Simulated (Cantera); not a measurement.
A jet of 2.07 % CH₄, 12.0 % O₂, 86.0 % N₂ at 300 K and 113 Torr hits a platinum plate 4.1 cm away at a mass flux of 0.17 kg/m²/s; the plate temperature is set and raised in steps from an oxygen-covered start.

Model: Deutschmann's 1995 Pt surface mechanism with GRI-Mech 3.0 gas chemistry, integrated in Cantera. Catalytic surfaces can have several steady states; this one follows from the mechanism file's or the stated starting coverage.

x: mole fraction at the wall; θ: surface coverage.

| plate T (K) | wall x CH₄ | wall x O₂ | wall x H₂O | wall x OH | wall x CO | wall x CO₂ | θ free Pt | θ O* | θ OH* |
|---|---|---|---|---|---|---|---|---|---|
| 850 | 0.0180 | 0.114 | 0.00494 | <1e-8 | 4.46e-6 | 0.00321 | 0.120 | 0.880 | 0.000739 |
| 900 | 0.0154 | 0.108 | 0.00994 | 1.70e-8 | 5.44e-6 | 0.00648 | 0.177 | 0.822 | 0.000981 |
| 950 | 0.0123 | 0.102 | 0.0156 | 5.72e-8 | 6.01e-6 | 0.0102 | 0.240 | 0.758 | 0.00113 |
| 1000 | [?] | 0.0960 | [?] | [?] | 6.29e-6 | [?] | [?] | [?] | 0.00116 |
| 1050 | 0.00736 | 0.0915 | 0.0247 | 4.03e-7 | 6.45e-6 | 0.0162 | 0.376 | 0.623 | 0.00113 |
| 1100 | 0.00579 | 0.0882 | 0.0275 | 8.97e-7 | 6.65e-6 | 0.0180 | 0.443 | 0.556 | 0.00105 |
| 1150 | [?] | 0.0858 | 0.0295 | [?] | 6.96e-6 | 0.0194 | [?] | [?] | [?] |

Question: Fill in the missing entries.

Answer: 
- 1000, wall x CH₄: 0.00951
- 1000, wall x H₂O: 0.0207
- 1000, wall x OH: 1.62e-7
- 1000, wall x CO₂: 0.0136
- 1000, θ free Pt: 0.308
- 1000, θ O*: 0.691
- 1150, wall x CH₄: 0.00467
- 1150, wall x OH: 1.82e-6
- 1150, θ free Pt: 0.507
- 1150, θ O*: 0.492
- 1150, θ OH*: 0.000948
